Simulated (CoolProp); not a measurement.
Saturation properties of cyclopropane.

Model: reference Helmholtz-energy equation of state, Polt 1992, in CoolProp. This equation is an older, rougher fit; its heat capacities, sound speeds and derivatives of the liquid may be far off and weren't checked against measurements.

| T (°C) | p (bar) | vapour density (kg/m³) | enthalpy of vaporisation (kJ/kg) |
|---|---|---|---|
| 37.15 | 9.922 | 19.28 | 383.5 |
| 42.65 | 11.35 | 22.06 | 374.4 |
| 48.05 | 12.88 | [?] | [?] |
| 53.55 | 14.60 | 28.55 | 355.2 |
| 59.05 | 16.48 | 32.41 | 344.8 |
| 64.45 | 18.49 | [?] | 333.9 |
| 69.95 | 20.72 | 41.50 | [?] |
| 75.35 | [?] | 46.85 | 309.6 |
| 80.85 | 25.70 | 53.02 | 295.9 |

Problem. What belongs in the gaps?

Solution. 
- 48.05, vapour density (kg/m³): 25.09
- 48.05, enthalpy of vaporisation (kJ/kg): 365.1
- 64.45, vapour density (kg/m³): 36.65
- 69.95, enthalpy of vaporisation (kJ/kg): 322.0
- 75.35, p (bar): 23.09
